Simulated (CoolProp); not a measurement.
The numbers come from the reference Helmholtz-energy equation of state, Platzer 1990 in CoolProp. This equation is an older, rougher fit; its heat capacities, sound speeds and derivatives of the liquid may be far off and weren't checked against measurements.

Task: Give the vapour pressure (MPa), vapour density (kg/m³), enthalpy of vaporisation (kJ/kg), surface tension (mN/m) of saturated c-C4F8 (RC318) at 293.3, 345.1, 362.4 K.

Result: 
```
T (K)  p (MPa)  vapour density (kg/m³)  enthalpy of vaporisation (kJ/kg)  surface tension (mN/m)
-----  -------  ----------------------  --------------------------------  ----------------------
293.3    0.267                    24.0                               106                    8.73
345.1     1.12                     105                              78.1                    3.26
362.4     1.64                     169                              63.7                    1.72
```

Surface tension comes from a separate correlation (Mulero 2012).
